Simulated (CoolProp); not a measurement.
The numbers come from the reference Helmholtz-energy equation of state, Gao 2022 in CoolProp.

Task: Give the vapour pressure (kPa), liquid density (kg/m³), vapour density (kg/m³), enthalpy of vaporisation (kJ/kg) of saturated n-perfluorohexane at 27.85, 61.75 °C.

Result: 
```json
[
 {"T (°C)": "27.85", "p (kPa)": "33.3", "liquid density (kg/m³)": "1670", "vapour density (kg/m³)": "4.62", "enthalpy of vaporisation (kJ/kg)": "92.4"},
 {"T (°C)": "61.75", "p (kPa)": "118", "liquid density (kg/m³)": "1560", "vapour density (kg/m³)": "15.4", "enthalpy of vaporisation (kJ/kg)": "83.1"}
]
```
